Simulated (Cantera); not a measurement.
Charge: 1 mol TiCl4, 0.5 mol C3H8, equilibrated at 5.70 Torr.

Cantera equilibrium calculation (NASA polynomials, part measured and part estimated; ideal gas, pure solids and liquids). Candidate condensed phases: C, C6H6, C7H8, C8H18, Ti, TiC, TiCl2, TiCl3, TiCl4; 96 gas species. TiC: taken at fixed stoichiometry. Equilibrium is a limit: real reactors are often held back by kinetics, nucleation or transport.

What share of the Ti ends up in condensed phases as a function of T (°C), at 1225, 1300, 1375, 1450, 1525, 1600, 1675, 1750?


```json
[
 {"T (°C)": "1225", "Ti condensed (%)": "52.8", "as": "TiC(s)"},
 {"T (°C)": "1300", "Ti condensed (%)": "55.9", "as": "TiC(s)"},
 {"T (°C)": "1375", "Ti condensed (%)": "58.7", "as": "TiC(s)"},
 {"T (°C)": "1450", "Ti condensed (%)": "61.0", "as": "TiC(s)"},
 {"T (°C)": "1525", "Ti condensed (%)": "63.1", "as": "TiC(s)"},
 {"T (°C)": "1600", "Ti condensed (%)": "65.0", "as": "TiC(s)"},
 {"T (°C)": "1675", "Ti condensed (%)": "66.7", "as": "TiC(s)"},
 {"T (°C)": "1750", "Ti condensed (%)": "68.5", "as": "TiC(s)"}
]
```
